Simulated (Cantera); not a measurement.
## Reactions in the system C-H-O

Standard-state values (1 bar) from the NASA 1993 polynomials, evaluated with Cantera. Values are per mole of reaction as written; species without (g) are pure solids or liquids, kept so even where they would boil at 1 bar.

CH₃OH(g) = CH₃(g) + OH(g)

```tsv
T (K)	ΔH° (kJ)	ΔS° (J/K)	ΔG° (kJ)	log10 K
300	387.2	138.1	345.8	-60.21
2573	387.0	149.3	2.8	-0.06
2623	386.6	149.2	-4.6	0.09
2673	386.3	149.0	-12.1	0.24
2723	386.0	148.9	-19.5	0.37
2773	385.7	148.8	-27.0	0.51
2823	385.4	148.7	-34.4	0.64
2873	385.0	148.6	-41.8	0.76
2923	384.7	148.5	-49.3	0.88
2973	384.4	148.4	-56.7	1.00
```
